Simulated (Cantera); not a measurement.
Ignition delay

Mixture: 9.61 % CO, 1.06 % H2, 0.538 % CH4, 11.2 % O2, 77.6 % N2, at 3.80 bar, adiabatic and at constant pressure. Ignition delay is the time to a rise of 400 K.

Cantera simulation using GRI-Mech 3.0 (53 species, 325 reactions); the numbers are that mechanism's predictions, not measurements. Below about 1000 K GRI-Mech 3.0 lacks low-temperature oxidation paths. Below about 950 K walls govern HO2 and H2O2 in real vessels. Where the delays flatten at high temperature, the 400 K rule measures the pace of heat release, not the induction time.

| T0 (K) | delay (ms) |
|---|---|
| 900 | 175 |
| 1000 | 8.74 |
| 1100 | 0.800 |
| 1200 | 0.178 |
| 1300 | 0.0802 |
| 1400 | 0.0523 |
| 1500 | 0.0406 |
| 1600 | 0.0351 |
